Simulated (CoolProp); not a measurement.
Vapour-liquid equilibrium of CHF3 (R23) (1) + R22 (2) at 259.2 K; x and y are mole fractions of (1).

Model: multi-fluid Helmholtz-energy mixture model, Penoncello 2003 and Kamei 1995; pair parameters Bell 2016, in CoolProp.

```tsv
x	bubble pressure (bar)	y at the bubble point	dew pressure at overall composition x (bar)	liquid density (mol/L)
0.05	3.850	0.224	3.223	15.42
0.15	5.357	0.478	3.557	15.56
0.25	6.807	0.621	3.967	15.68
0.35	8.196	0.712	4.479	15.79
0.45	9.526	0.778	5.136	15.90
0.55	10.81	0.829	6.006	15.98
0.65	12.08	0.871	7.204	16.05
0.75	13.35	0.909	8.917	16.11
0.85	14.66	0.945	11.42	16.14
0.95	16.05	0.981	14.85	16.15
```

No azeotrope shows between x = 0.05 and 0.95.

The pair parameters rest on a limited set of measurements; away from them the model extrapolates. The gap from Raoult's law changes sign with composition, which may be real or a fault of the pair parameters; it wasn't checked against measurements.
